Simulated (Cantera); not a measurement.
Cantera run, input and output.

```python
import numpy as np
import cantera as ct

gas = ct.Solution("h2o2.yaml")
gas.TPX = 998, 13332, {'H2': 1.2, 'O2': 1, 'N2': 4.7}
inlet = ct.Reservoir(gas, clone=True)

reactor = ct.IdealGasConstPressureReactor(gas, energy="off", clone=False)
exhaust = ct.Reservoir(gas, clone=True)
tau = [13, 3.9, 1.2, 0.35, 0.11, 0.032, 0.0095, 0.0028][0]
for a, b in ((inlet, reactor), (reactor, exhaust)):
    ct.MassFlowController(a, b, mdot=lambda t: reactor.mass / tau)
net = ct.ReactorNet([reactor])
show = ['H2', 'O2', 'O', 'HO2', 'H2O', 'OH', 'H']

rows = []
print(f"{'tau/s':>10s}{'T/K':>9s}" + "".join(f"{s:>11s}" for s in show))
for tau in [13, 3.9, 1.2, 0.35, 0.11, 0.032, 0.0095, 0.0028]:
    net.initial_time = 0.0
    net.advance(30 * tau)
    before = gas.X
    net.advance(40 * tau)
    drift = np.max(np.abs(gas.X - before) / (gas.X + 1e-9))
    rows.append([gas.T, *gas[show].X, drift])
    print(f"{tau:10.3e}{gas.T:9.1f}" + "".join(f"{x:11.3e}" for x in gas[show].X))
```

Result:

```
     tau/s      T/K         H2         O2          O        HO2        H2O         OH          H
 1.300e+01    998.0  2.007e-04  6.357e-02  9.900e-06  3.621e-06  1.902e-01  4.065e-05  2.905e-06
 3.900e+00    998.0  4.372e-04  6.367e-02  2.362e-05  5.916e-06  1.900e-01  6.188e-05  9.670e-06
 1.200e+00    998.0  9.039e-04  6.386e-02  5.365e-05  8.468e-06  1.894e-01  9.631e-05  3.128e-05
 3.500e-01    998.0  1.867e-03  6.427e-02  1.213e-04  1.104e-05  1.883e-01  1.571e-04  1.061e-04
 1.100e-01    998.0  3.595e-03  6.503e-02  2.507e-04  1.308e-05  1.862e-01  2.530e-04  3.306e-04
 3.200e-02    998.0  7.082e-03  6.663e-02  5.223e-04  1.477e-05  1.817e-01  4.236e-04  1.085e-03
 9.500e-03    998.0  1.359e-02  6.978e-02  1.035e-03  1.603e-05  1.730e-01  6.934e-04  3.325e-03
 2.800e-03    998.0  2.583e-02  7.611e-02  1.960e-03  1.701e-05  1.555e-01  1.085e-03  9.229e-03
```

Computed with Cantera and the H2/O2 subset of GRI-Mech 3.0, which has no nitrogen chemistry. Radical loss at walls, strong at low pressure, is not modelled. The temperature is held fixed by assumption; the heat of reaction is taken as removed at once.
